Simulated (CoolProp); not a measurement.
Vapour-liquid equilibrium of R114 (1) + n-hexane (2) at 26.15 °C; x and y are mole fractions of (1).

Model: multi-fluid Helmholtz-energy mixture model, Platzer 1990 and Thol 2019; pair parameters Bell 2016, in CoolProp. This equation is an older, rougher fit; its heat capacities, sound speeds and derivatives of the liquid may be far off and weren't checked against measurements.

### Question
Give the bubble pressure and the first vapour's composition at x = 0.25, 0.55, 0.95. Is there an azeotrope?

### Answer
x = 0.25: 0.09388 MPa, y = 0.817; x = 0.55: 0.1494 MPa, y = 0.917; x = 0.95: 0.2132 MPa, y = 0.990. No azeotrope shows between x = 0.05 and 0.95.

Pair parameters are fitted to limited data, so mixtures are less certain than the pure fluids.
